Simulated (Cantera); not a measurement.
Cantera run:

```python
import numpy as np
import cantera as ct

gas_names = """
    CL CL2 H HCL H2 N NH NH2 NH3 N2 N2H2 N2H4 Si SiCL SiCL2 SiCL3 SiCL4 SiH SiHCL3 SiH2 SiH2CL2 SiH3
    SiH3CL SiH4 SiN Si2 Si2N Si3
""".split()
cond_names = """
    NH4CL(a) NH4CL(b) Si(cr) Si(L) Si3N4(a)
""".split()


def load(file, names, dense=False):
    # The tables refer to 1 bar. Condensed volumes are neglected.
    table = {s.name: s for s in ct.Species.list_from_file(file)}
    out = []
    for n in names:
        d = dict(table[n].input_data)
        d["thermo"] = dict(d["thermo"], **{"reference-pressure": 1e5})
        if dense:
            d["equation-of-state"] = {"model": "constant-volume", "density": "1e6 g/cm^3"}
        out.append(ct.Species.from_dict(d))
    return out


gas = ct.Solution(thermo="ideal-gas", species=load("nasa_gas.yaml", gas_names))
cond = {s.name: ct.Solution(thermo="fixed-stoichiometry", species=[s], name=s.name)
        for s in load("nasa_condensed.yaml", cond_names, dense=True)}
atoms = {
    'SiCl4': {'Si': 1, 'CL': 4},
    'HCl': {'H': 1, 'CL': 1},
    'N2': {'N': 2},
}
top_T = {'Si3N4(a)': 2400}  # K; cautious upper limits of use, not melting points


def equilibrate(T, P, feed):
    n = {}
    for name, mol in feed.items():
        for a, k in atoms[name].items():
            n[a] = n.get(a, 0.0) + k * mol
    gas.TPX = T, P, n
    mass = sum(n.values()) * gas.mean_molecular_weight
    gas.equilibrate("TP")
    valid = [c for c in cond.values() if c.min_temp <= T <= top_T.get(c.name, c.max_temp)]
    mix = ct.Mixture([(gas, mass / gas.mean_molecular_weight)] + [(c, 0.0) for c in valid])
    mix.T, mix.P = T, P
    mix.equilibrate("TP", solver="vcs", rtol=1e-11, max_steps=5000)
    return mix


results = []
feed = {'SiCl4': 1, 'HCl': 0.18, 'N2': 9.2}  # mol
P = 1000  # Pa
for T in [825, 900, 975, 1050, 1125, 1200, 1275, 1350, 1425, 1500, 1575, 1650, 1725]:
    mix = equilibrate(T, P, feed)
    results.append((T, P, feed, dict(zip(mix.species_names, mix.species_moles))))

top = {s: max(r[3][s] / sum(r[3][g] for g in gas_names) for r in results) for s in gas_names}
cols = sorted((s for s in top if top[s] > 1e-06), key=lambda s: -top[s])[:8]
seen = [c for c in cond_names if any(r[3].get(c, 0) > 1e-12 for r in results)]
print("log10 of partial pressures in bar; condensed amounts in mol")
print(f"{'T/K':>10s}" + "".join(f"{s[:9]:>10s}" for s in cols + seen))
for T, P, feed, n in results:
    ng = sum(n[g] for g in gas_names)
    print(f"{T:10.4g}" + "".join(f"{np.log10(max(n[s] / ng * P / 1e5, 1e-99)):10.3f}" for s in cols)
          + "".join(f"{n.get(c, 0):10.4g}" for c in seen))
```

It prints:

```
log10 of partial pressures in bar; condensed amounts in mol
       T/K        N2     SiCL4        CL     SiCL3       HCL     SiCL2       CL2         H
       825    -2.052    -3.016    -9.857   -10.107    -3.761   -15.252   -10.144   -16.097
       900    -2.052    -3.016    -8.930    -8.957    -3.761   -13.219    -9.597   -14.706
       975    -2.052    -3.016    -8.086    -8.044    -3.761   -11.619    -9.018   -13.584
      1050    -2.052    -3.016    -7.335    -7.290    -3.761   -10.305    -8.467   -12.648
      1125    -2.052    -3.016    -6.678    -6.643    -3.761    -9.180    -7.979   -11.840
      1200    -2.052    -3.017    -6.101    -6.079    -3.761    -8.199    -7.551   -11.131
      1275    -2.053    -3.018    -5.591    -5.584    -3.761    -7.338    -7.172   -10.506
      1350    -2.053    -3.020    -5.135    -5.149    -3.761    -6.581    -6.830    -9.951
      1425    -2.053    -3.025    -4.723    -4.767    -3.762    -5.915    -6.518    -9.458
      1500    -2.054    -3.037    -4.348    -4.435    -3.763    -5.332    -6.230    -9.017
      1575    -2.057    -3.061    -4.006    -4.151    -3.765    -4.823    -5.964    -8.621
      1650    -2.061    -3.107    -3.697    -3.915    -3.770    -4.382    -5.727    -8.261
      1725    -2.069    -3.192    -3.424    -3.734    -3.778    -4.005    -5.528    -7.927
```

Cantera equilibrium calculation (NASA polynomials, part measured and part estimated; ideal gas, pure solids and liquids). The tables' values for SiCl3 are old estimates; treat these amounts as uncertain.
